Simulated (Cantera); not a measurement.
PbO + C + CO (carbothermic reduction)

Feed: 1 mol PbO, 0.45 mol C, 0.06 mol CO, at 6980 Torr.

Method: chemical equilibrium by Gibbs-energy minimisation in Cantera with the NASA 1993 tables (ideal gas, pure condensed phases). Candidate condensed phases: C, Pb, PbO, PbO₂, Pb₃O₄; 15 gas species. Each liquid is taken as pure. Mutual solubility and eutectic melting of coexisting phases are not modelled. Gases not in the tables: (PbO)n polymers. Rates play no part.

| T (K) | log p CO₂ | log p Pb | log p PbO | log p CO | log p O₂ | n Pb(l) | n PbO(yellow) | n PbO(l) |
|---|---|---|---|---|---|---|---|---|
| 1048 | 0.97 | -4.35 | -5.86 | -2.87 | <-11 | 0.960 | 0.0401 | 0 |
| 1148 | 0.97 | -3.55 | -4.66 | -2.58 | -9.53 | 0.960 | 0.0401 | 0 |
| 1248 | 0.97 | -2.89 | -3.75 | -2.26 | -8.12 | 0.960 | 0 | 0.0403 |
| 1348 | 0.97 | -2.32 | -3.00 | -1.97 | -6.96 | 0.959 | 0 | 0.0405 |
| 1448 | 0.97 | -1.84 | -2.35 | -1.71 | -5.96 | 0.958 | 0 | 0.0408 |
| 1548 | 0.96 | -1.42 | -1.80 | -1.49 | -5.10 | 0.956 | 0 | 0.0409 |
| 1648 | 0.96 | -1.05 | -1.32 | -1.30 | -4.36 | 0.952 | 0 | 0.0401 |
| 1748 | 0.95 | -0.72 | -0.89 | -1.13 | -3.70 | 0.945 | 0 | 0.0370 |
| 1848 | 0.93 | -0.43 | -0.52 | -0.98 | -3.12 | 0.932 | 0 | 0.0283 |
| 1948 | 0.89 | -0.17 | -0.19 | -0.87 | -2.61 | 0.909 | 0 | 0.00717 |
log p: log10 of the partial pressure in bar; n: condensed amount in mol.

From 1048 K to 1148 K the condensed part is Pb(l) + PbO(yellow). From 1248 K to 1948 K the condensed part is Pb(l) + PbO(l).
